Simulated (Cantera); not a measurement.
**Transport properties of process gases**

Gas mixture: H2O : NH3 = 0.83 : 0.29 (molar parts), at 0.713 Torr, frozen composition.

Cantera's kinetic-theory transport with the Lennard-Jones parameters of GRI-Mech 3.0, ideal gas; thermal conductivity in the mixture-averaged form. Polar gases are described roughly by these parameters. The composition is frozen, though it would react at the higher temperatures.

```
T (K)  ρ (kg/m³)  cp (J/kg/K)  μ (µPa s)  λ (mW/m/K)     Pr  D (cm²/s) NH3  D (cm²/s) N2  D (cm²/s) NO
-----  ---------  -----------  ---------  ----------  -----  -------------  ------------  ------------
400     0.000507         1993       14.0        38.8  0.718            374           419           413
650     0.000312         2224       23.2        71.4  0.722           1010          1020          1010
900     0.000225         2454       32.1         109  0.720           1920          1820          1800
1150    0.000176         2678       40.6         150  0.724           3060          2780          2750
1400    0.000145         2872       48.6         192  0.727           4420          3890          3840
1650    0.000123         3037       56.1         233  0.730           5980          5140          5080
1900    0.000107         3174       63.1         274  0.731           7710          6520          6430
2150     9.44e-5         3286       69.8         313  0.732           9610          8020          7910
```
D: mixture-averaged diffusion coefficient of that species in the mixture.
